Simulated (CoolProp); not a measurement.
Properties of nitrogen along the isobar 3.05 MPa.

The numbers come from the reference Helmholtz-energy equation of state, Span 2000 in CoolProp.

```
T (°C)    phase       Z  cp (kJ/(kg K))  conductivity (mW/(m K))
-------  ------  ------  --------------  -----------------------
-170.35  liquid  0.1457           2.262                     99.2
-159.35  liquid  0.1484           2.722                     77.3
-148.45     gas  0.5050           6.866                     27.2
-137.55     gas  0.7045           2.056                     18.8
-126.55     gas  0.7885           1.607                     18.1
-115.65     gas  0.8405           1.426                     18.2
-104.75     gas  0.8766           1.326                     18.7
-93.75      gas  0.9033           1.264                     19.2
-82.85      gas  0.9233           1.221                     19.9
-71.95      gas  0.9389           1.190                     20.6
-60.95      gas  0.9514           1.167                     21.3
-50.05      gas  0.9614           1.149                     22.0
-39.15      gas  0.9695           1.135                     22.7
-28.25      gas  0.9762           1.124                     23.5
-17.25      gas  0.9818           1.114                     24.2
```

Thermal conductivity comes from a separate model (Lemmon 2004).
